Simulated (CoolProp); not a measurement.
Vapour-liquid equilibrium of fluoroethane (R161) (1) + R227EA (2) at -6.65 °C; x and y are mole fractions of (1).

Model: multi-fluid Helmholtz-energy mixture model, Wu 2012 and Lemmon 2016; pair parameters Bell 2016, in CoolProp.

| x | bubble pressure (kPa) | y at the bubble point | dew pressure at overall composition x (kPa) | liquid density (mol/L) |
|---|---|---|---|---|
| 0.05 | 152.4 | 0.059 | 152.2 | 9.122 |
| 0.125 | 156.5 | 0.165 | 154.7 | 9.495 |
| 0.2 | 163.7 | 0.283 | 158.3 | 9.886 |
| 0.275 | 174.0 | 0.403 | 163.1 | 10.30 |
| 0.35 | 187.2 | 0.516 | 169.0 | 10.73 |
| 0.425 | 202.8 | 0.617 | 176.2 | 11.19 |
| 0.5 | 220.1 | 0.702 | 185.0 | 11.68 |
| 0.575 | 238.7 | 0.773 | 195.8 | 12.20 |
| 0.65 | 257.9 | 0.832 | 209.0 | 12.76 |
| 0.725 | 277.5 | 0.880 | 225.7 | 13.36 |
| 0.8 | 297.0 | 0.920 | 247.0 | 14.01 |
| 0.875 | 316.5 | 0.954 | 275.3 | 14.71 |
| 0.95 | 335.8 | 0.983 | 314.1 | 15.48 |

No azeotrope shows between x = 0.05 and 0.95.

The pair parameters rest on a limited set of measurements; away from them the model extrapolates.
